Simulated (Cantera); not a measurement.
**Fe(CO)5 + CO + N2 (iron carbonyl, mercury and lead vapours)**

A closed system holds: 1 mol Fe(CO)5, 1.8 mol CO, 0.43 mol N2, at 9.75 Torr.

Equilibrium computed with Cantera from the NASA thermochemical tables; the gas is ideal and each condensed phase is pure. Candidate condensed phases: C, Fe, Fe(CO)5, FeO, Fe2O3, Fe3O4; 27 gas species. Condensed phases not in the tables: cementite and carbon dissolved in iron. Rates play no part.

| T (°C) | log p CO | log p CO2 | log p N2 | log p Fe | n C(graphite) | n Fe(α) | n Fe(γ) |
|---|---|---|---|---|---|---|---|
| 602 | -1.96 | -2.90 | -3.07 | <-13 | 0.645 | 1.00 | 0 |
| 652 | -1.93 | -3.38 | -3.10 | <-13 | 0.225 | 1.00 | 0 |
| 702 | -1.92 | -3.85 | -3.11 | <-13 | 0.0771 | 1.00 | 0 |
| 752 | -1.91 | -4.29 | -3.11 | -13.31 | 0.0282 | 1.00 | 0 |
| 802 | -1.91 | -4.69 | -3.11 | -12.35 | 0.0112 | 1.00 | 0 |
| 852 | -1.91 | -5.06 | -3.11 | -11.47 | 0.00485 | 1.00 | 0 |
| 902 | -1.91 | -5.39 | -3.11 | -10.68 | 0.00225 | 1.00 | 0 |
| 952 | -1.91 | -5.70 | -3.11 | -9.95 | 0.00111 | 0 | 1.00 |
| 1002 | -1.91 | -5.98 | -3.11 | -9.28 | 0 | 0 | 1.00 |
| 1052 | -1.91 | -6.24 | -3.11 | -8.66 | 0 | 0 | 1.000 |
| 1102 | -1.91 | -6.48 | -3.11 | -8.09 | 0 | 0 | 1.000 |
| 1152 | -1.91 | -6.70 | -3.11 | -7.55 | 0 | 0 | 1.000 |
| 1202 | -1.91 | -6.91 | -3.11 | -7.06 | 0 | 0 | 1.000 |
| 1252 | -1.91 | -7.10 | -3.11 | -6.60 | 0 | 0 | 1.000 |
log p: log10 of the partial pressure in bar; n: condensed amount in mol.

From 602 °C to 902 °C the condensed part is C(graphite) + Fe(α). At 952 °C the condensed part is C(graphite) + Fe(γ). From 1002 °C to 1252 °C the condensed part is Fe(γ).
